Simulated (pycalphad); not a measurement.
Computed with pycalphad from the COST 507 light-alloy database (1999), at 1 atm. These are 1990s assessments: newer ones move some temperatures and phases. Amounts are mole fractions of atoms.

Problem. Give the equilibrium state of Al-8.362Si (wt.%) at 625 K.

Solution. 
```
T = 625.00 K, P = 101325 Pa, N = 1 mol of atoms
G = -20655 J/mol, H = 8614 J/mol, S = 46.83 J/(mol K)  (SER reference)
chemical potentials (J/mol): Al -21175, Si -14721
phase             fraction      x(Al)      x(Si)
FCC_A1              0.9206     0.9987     0.0013
DIAMOND_A4          0.0794   2.83e-09     1.0000
```

Problem. Give the equilibrium state of Al-8.362Si (wt.%) at 875 K.

Solution. 
```
T = 875.00 K, P = 101325 Pa, N = 1 mol of atoms
G = -34027 J/mol, H = 28079 J/mol, S = 70.98 J/(mol K)  (SER reference)
chemical potentials (J/mol): Al -34479, Si -28863
phase             fraction      x(Al)      x(Si)
LIQUID              0.9053     0.9120     0.0880
FCC_A1              0.0947     0.9898     0.0102
```

FCC_A1 is fcc; DIAMOND_A4 is diamond (Si).
